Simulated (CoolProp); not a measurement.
A simple Rankine cycle with hydrogen sulfide: condensing at 310.15 K, boiler at 6.37 MPa, turbine inlet 368.3 K, turbine efficiency 0.7, pump efficiency 0.8, no recuperator. Each further row changes one setting.

Computed with CoolProp (reference Helmholtz-energy equation of state, Lemmon 2006). It is a short technical equation, of lower accuracy than the large ones.

```json
[
 {"case": "as stated", "thermal efficiency (%)": "7.0", "net work (kJ/kg)": "27.8", "heat in (kJ/kg)": "396", "turbine exit temperature (K)": "310.2", "volume ratio over the turbine": "2.21"},
 {"case": "turbine inlet 388.3 K", "thermal efficiency (%)": "7.5", "net work (kJ/kg)": "32.7", "heat in (kJ/kg)": "435", "turbine exit temperature (K)": "318.9", "volume ratio over the turbine": "2.10"},
 {"case": "condensing temperature 302.15 K", "thermal efficiency (%)": "8.3", "net work (kJ/kg)": "34.2", "heat in (kJ/kg)": "414", "turbine exit temperature (K)": "302.2", "volume ratio over the turbine": "2.64"},
 {"case": "boiler pressure 4.46 MPa", "thermal efficiency (%)": "4.8", "net work (kJ/kg)": "21.2", "heat in (kJ/kg)": "439", "turbine exit temperature (K)": "329.2", "volume ratio over the turbine": "1.55"},
 {"case": "turbine efficiency 0.6", "thermal efficiency (%)": "5.8", "net work (kJ/kg)": "23.0", "heat in (kJ/kg)": "396", "turbine exit temperature (K)": "310.2", "volume ratio over the turbine": "2.24"}
]
```

The expansion ends wet for: as stated; condensing temperature 302.15 K; turbine efficiency 0.6.
